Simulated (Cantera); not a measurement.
A closed system holds: 1 mol Si3N4, 1.1 mol O2, 9.3 mol N2, equilibrated at 23.0 mbar.

Cantera equilibrium calculation (NASA polynomials, part measured and part estimated; ideal gas, pure solids and liquids). Candidate condensed phases: Si, SiO2, Si2N2O, Si3N4; 16 gas species. Mutual solubility and eutectic melting of coexisting phases are not modelled. The tables hold silica as quartz up to 1696 K and as liquid above; real silica turns to tridymite and cristobalite and melts near 1996 K. Kinetics and transport are ignored.

Q: Which condensed phases are stable at each of these points (T (K)): 1650, 1675, 1700, 1725, 1750, 1775, 1800, 1825, 1850, 1875, 1900, 1925, 1950, 1975?

A: 
```tsv
T (K)	condensed phases	Si condensed (%)
1650	SiO2(β-quartz) + Si2N2O(s)	95.5
1675	SiO2(β-quartz) + Si2N2O(s)	92.2
1700	SiO2(condensed) + Si2N2O(s)	86.5
1725	SiO2(condensed) + Si2N2O(s)	76.5
1750	SiO2(condensed) + Si2N2O(s)	58.4
1775	Si2N2O(s)	53.3
1800	Si2N2O(s)	53.3
1825	Si2N2O(s)	53.3
1850	Si2N2O(s)	53.3
1875	Si2N2O(s)	53.1
1900	Si(l) + Si2N2O(s)	46.1
1925	Si(l)	26.3
1950	Si(l)	26.1
1975	Si(l)	25.9
```

From 1650 K to 1675 K the condensed part is SiO2(β-quartz) + Si2N2O(s). From 1700 K to 1750 K the condensed part is SiO2(condensed) + Si2N2O(s). From 1775 K to 1875 K the condensed part is Si2N2O(s). At 1900 K the condensed part is Si(l) + Si2N2O(s). From 1925 K to 1975 K the condensed part is Si(l).
